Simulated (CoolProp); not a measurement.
Properties of normal hydrogen along the isotherm 38.3 K (Tc = 33.1 K, pc = 12.96 bar, ω = -0.219).

Computed with CoolProp (reference Helmholtz-energy equation of state, Leachman 2009).

```
p (bar)          phase  cp (kJ/(kg K))  Joule-Thomson coefficient (K/MPa)  isothermal compressibility (1/MPa)  viscosity (µPa s)  Prandtl number
-------  -------------  --------------  ---------------------------------  ----------------------------------  -----------------  --------------
2.43               gas           11.05                              7.086                               4.303               1.93           0.683
4.86               gas           11.98                              7.045                               2.267               1.97             ___
7.29               gas           13.20                              6.972                               1.608               2.02           0.754
9.72               gas           14.88                              6.854                               1.299               2.09           0.822
12.2               gas           17.37                              6.660                               1.138               2.18             ___
14.6     supercritical           21.15                              6.361                               1.067               2.30            1.09
17       supercritical             ___                              5.878                               1.057               2.49            1.36
19.4     supercritical           36.93                              5.113                               1.065               2.78            1.77
```

### Question
Some entries are withheld; supply them.

### Answer

- 4.86, Prandtl number: 0.711
- 12.2, Prandtl number: 0.928
- 17, cp (kJ/(kg K)): 27.34

Viscosity comes from a separate model (Muzny 2013). Thermal conductivity comes from a separate model (Assael 2011).
